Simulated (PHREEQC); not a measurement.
**Hard or scaling water: speciation**

Make-up at 20 °C: 0.04 mol/kgw CaCl2, 0.00035 mol/kgw NaF and 0.00038 mol/kgw H4SiO4. Closed to the air; pH follows from the charge balance.

Equilibrium calculation in PHREEQC: ion-association model, phreeqc.dat.

Each row changes one thing in this solution. No solid was allowed to form.

```tsv
case	pH	HF (mol/kgw)	NaF (mol/kgw)	CaOH+ (mol/kgw)	SI of Fluorite (CaF2)	SI of Halite (NaCl)
as made	6.66	7.68e-8	3.99e-8	1.46e-8	+1.67	-6.35
0.0089 mol/kgw NaCl added	6.66	7.62e-8	1.04e-6	1.43e-8	+1.65	-4.89
temperature from 20 to 65 °C	6.35	3.59e-7	3.80e-8	6.77e-9	(withheld)	-6.40
H4SiO4 left out	7.05	3.10e-8	3.99e-8	3.62e-8	+1.67	-6.35
diluted 10-fold with water	(withheld)	4.62e-9	5.63e-10	4.46e-9	(withheld)	-8.22
H4SiO4 from 0.00038 to 0.0019 mol/kgw	6.34	1.60e-7	3.98e-8	6.99e-9	+1.67	-6.35
H4SiO4 from 0.00038 to 0.000418 mol/kgw	6.64	8.00e-8	3.99e-8	1.40e-8	+1.67	-6.35
NaF from 0.00035 to 0.000525 mol/kgw	6.68	1.09e-7	8.96e-8	1.54e-8	+2.02	-6.17
CaCl2 from 0.04 to 0.036 mol/kgw	6.66	7.73e-8	4.07e-8	1.35e-8	+1.65	(withheld)
```

Task: Fill in the missing entries.

Result: 
- temperature from 20 to 65 °C, SI of Fluorite (CaF2): +1.23
- diluted 10-fold with water, pH: 6.97
- diluted 10-fold with water, SI of Fluorite (CaF2): -0.93
- CaCl2 from 0.04 to 0.036 mol/kgw, SI of Halite (NaCl): -6.39

Complexes and solids missing from the database can't appear. Some of these states are supersaturated (in Fluorite, Quartz (slow to form), for instance). Constants without temperature data keep their 25 °C values here. SiF6-2 is the database's only silicon fluoride.
